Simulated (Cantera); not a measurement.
Input (Python, Cantera) and output of one run.

```python
import numpy as np
import cantera as ct

gas_names = """
    F F2 H HF H2 H2F2 H3F3 H4F4 H5F5 H6F6 H7F7 N NF NF2 NF3 NH NH2 NH3 N2 N2H2 N2H4 Si SiF SiF2 SiF3
    SiF4 SiH SiHF3 SiH2 SiH2F2 SiH3 SiH3F SiH4 SiN Si2 Si2N Si3
""".split()
cond_names = """
    Si(cr) Si(L) Si3N4(a)
""".split()


def load(file, names, dense=False):
    # The tables refer to 1 bar. Condensed volumes are neglected.
    table = {s.name: s for s in ct.Species.list_from_file(file)}
    out = []
    for n in names:
        d = dict(table[n].input_data)
        d["thermo"] = dict(d["thermo"], **{"reference-pressure": 1e5})
        if dense:
            d["equation-of-state"] = {"model": "constant-volume", "density": "1e6 g/cm^3"}
        out.append(ct.Species.from_dict(d))
    return out


gas = ct.Solution(thermo="ideal-gas", species=load("nasa_gas.yaml", gas_names))
cond = {s.name: ct.Solution(thermo="fixed-stoichiometry", species=[s], name=s.name)
        for s in load("nasa_condensed.yaml", cond_names, dense=True)}
atoms = {
    'Si3N4': {'Si': 3, 'N': 4},
    'F2': {'F': 2},
    'H2': {'H': 2},
}
top_T = {'Si3N4(a)': 2400}  # K; cautious upper limits of use, not melting points


def equilibrate(T, P, feed):
    n = {}
    for name, mol in feed.items():
        for a, k in atoms[name].items():
            n[a] = n.get(a, 0.0) + k * mol
    gas.TPX = T, P, n
    mass = sum(n.values()) * gas.mean_molecular_weight
    gas.equilibrate("TP")
    valid = [c for c in cond.values() if c.min_temp <= T <= top_T.get(c.name, c.max_temp)]
    mix = ct.Mixture([(gas, mass / gas.mean_molecular_weight)] + [(c, 0.0) for c in valid])
    mix.T, mix.P = T, P
    mix.equilibrate("TP", solver="vcs", rtol=1e-11, max_steps=5000)
    return mix


results = []
feed = {'Si3N4': 1, 'F2': 1.7, 'H2': 85}  # mol
T = 950  # K
P = 33  # Pa
mix = equilibrate(T, P, feed)
results.append((T, P, feed, dict(zip(mix.species_names, mix.species_moles))))
x = sorted(zip(gas.X, gas.species_names), reverse=True)
print(f"T = {T:g} K  P = {P:g} Pa  gas = {mix.phase_moles(0):.4g} mol")
print("   x: " + "  ".join(f"{s} {v:.3e}" for v, s in x if v > 1e-05))
print("   condensed (mol): " + ("  ".join(f"{mix.phase(i).name} {mix.phase_moles(i):.4g}"
      for i in range(1, mix.n_phases) if mix.phase_moles(i) > 1e-12) or "none"))
```

Result:

```
T = 950 K  P = 33 Pa  gas = 86.42 mol
   x: H2 9.835e-01  SiF4 9.745e-03  N2 6.526e-03  HF 2.299e-04  SiHF3 3.795e-05
   condensed (mol): Si3N4(a) 0.718
```

Method: chemical equilibrium by Gibbs-energy minimisation in Cantera with the NASA 1993 tables (ideal gas, pure condensed phases).
